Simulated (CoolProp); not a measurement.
Saturation properties of sulfur hexafluoride.

Computed with CoolProp (reference Helmholtz-energy equation of state, Guder 2009).

| T (K) | p (MPa) | enthalpy of vaporisation (kJ/kg) | surface tension (mN/m) |
|---|---|---|---|
| 236 | 0.3798 | ? | 9.66 |
| 241.3 | 0.4611 | 102.6 | 8.88 |
| 246.7 | 0.5567 | 99.94 | 8.09 |
| 252 | 0.6642 | 97.14 | 7.34 |
| 257.4 | 0.7888 | 94.11 | ? |
| 262.7 | 0.9272 | 90.95 | 5.88 |
| 268.1 | 1.086 | 87.49 | 5.16 |
| 273.4 | 1.260 | 83.84 | 4.48 |
| 278.8 | 1.459 | 79.82 | 3.81 |
| 284.1 | 1.675 | 75.50 | 3.18 |
| 289.5 | 1.918 | 70.64 | 2.56 |
| 294.8 | 2.183 | ? | ? |
| 300.2 | 2.480 | ? | 1.42 |

Problem. Complete the blanks.

Solution. 
- 236, enthalpy of vaporisation (kJ/kg): 105.2
- 257.4, surface tension (mN/m): 6.59
- 294.8, enthalpy of vaporisation (kJ/kg): 65.29
- 294.8, surface tension (mN/m): 1.98
- 300.2, enthalpy of vaporisation (kJ/kg): 59.02

Surface tension comes from a separate correlation (Mulero 2012).
